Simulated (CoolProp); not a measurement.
Vapour-liquid equilibrium of R22 (1) + c-C4F8 (RC318) (2) at 281 kPa; x and y are mole fractions of (1).

Computed with CoolProp (multi-fluid Helmholtz-energy mixture model, Kamei 1995 and Platzer 1990; pair parameters Bell 2016). This equation is an older, rougher fit; its heat capacities, sound speeds and derivatives of the liquid may be far off and weren't checked against measurements.

**Question.** Give the bubble temperature and the first vapour's composition at x = 0.15, 0.55, 0.85. Is there an azeotrope?

**Answer.** x = 0.15: 285.5 K, y = 0.384; x = 0.55: 261.7 K, y = 0.864; x = 0.85: 257.9 K, y = 0.928. No azeotrope shows between x = 0.05 and 0.95.

Pair parameters are fitted to limited data, so mixtures are less certain than the pure fluids. The gap from Raoult's law changes sign with composition, which may be real or a fault of the pair parameters; it wasn't checked against measurements.
